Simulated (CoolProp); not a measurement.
Values from CoolProp's reference Helmholtz-energy equation of state, Lemmon 2005. It is a short technical equation, of lower accuracy than the large ones.

Task: For cis-2-butene, give the phase and the speed of sound (m/s), fugacity coefficient at 69.35 °C and 2.12 MPa.

Result: 
- 69.35 °C and 2.12 MPa: liquid; speed of sound 755, fugacity coefficient 0.313
